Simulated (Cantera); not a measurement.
A closed system holds: 1 mol V2O3, 0.55 mol H2, 4 mol N2, at 1802 °C and 7430 Torr.

These are equilibrium values from Cantera (NASA tables, ideal gas, pure condensed phases), not measurements of a reactor. Candidate condensed phases: H2O, V, VN, VO, V2O3, V2O4, V2O5; 28 gas species. Mutual solubility and eutectic melting of coexisting phases are not modelled. VO: taken at fixed stoichiometry. Condensed phases not in the tables: the oxides between V2O3 and V2O5 other than VO2. Rates play no part.

Base state: N2 0.879, H2 0.116, H2O 0.00442, H 0.000289 (mole fractions); condensed: VO(l) + V2O3(s).

Task: What changes in the equilibrium state with this change: pressure from 7430 Torr to 10.0 Torr?

Result: 
```json
[
 {"species": "N2", "before": "0.879", "after": "0.873"},
 {"species": "H2", "before": "0.116", "after": "0.112"},
 {"species": "H", "before": "0.000289", "after": "0.00772"},
 {"species": "VO2", "before": "4.11e-6", "after": "0.00305"},
 {"species": "VO", "before": "5.87e-7", "after": "0.000436"},
 {"species": "OH", "before": "1.25e-6", "after": "3.35e-5"},
 {"species": "H2O", "before": "0.00442", "after": "0.00425"},
 {"species": "VO(l), mol", "before": "0.0403", "after": "0.0512"},
 {"species": "V2O3(s), mol", "before": "0.980", "after": "0.966"}
]
```
